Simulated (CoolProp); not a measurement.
Vapour-liquid equilibrium of isobutane (1) + R245fa (2) at 281.2 K; x and y are mole fractions of (1).

The numbers come from the multi-fluid Helmholtz-energy mixture model, Bücker 2006 and Akasaka 2015; pair parameters Bell 2016 in CoolProp.

```
x      bubble pressure, mixture model (bar)  bubble pressure, Raoult's law (bar)  y, mixture model  y, Raoult's law
-----  ------------------------------------  -----------------------------------  ----------------  ---------------
0.05                                  1.230                               0.8246             0.400            0.125
0.125                                 1.692                               0.9229             0.582            0.280
0.2                                   1.956                                1.021             0.652            0.405
0.275                                 2.100                                1.119             0.686            0.508
0.35                                  2.175                                1.218             0.704            0.595
0.425                                 2.215                                1.316             0.714            0.668
0.5                                   2.238                                1.414             0.722            0.732
0.575                                 2.256                                1.512             0.730            0.787
0.65                                  2.271                                1.610             0.740            0.835
0.725                                 2.283                                1.709             0.756            0.878
0.8                                   2.285                                1.807             0.783            0.916
0.875                                 2.259                                1.905             0.829            0.950
0.95                                  2.178                                2.003             0.910            0.981
```

The largest gap from Raoult's law is +91.6 % in bubble pressure, at x = 0.2. y crosses x between x = 0.725 and 0.8: the model has an azeotrope there.

Pair parameters are fitted to limited data, so mixtures are less certain than the pure fluids. With so large a gap from Raoult's law the liquid may split in two, which this calculation doesn't test in full.
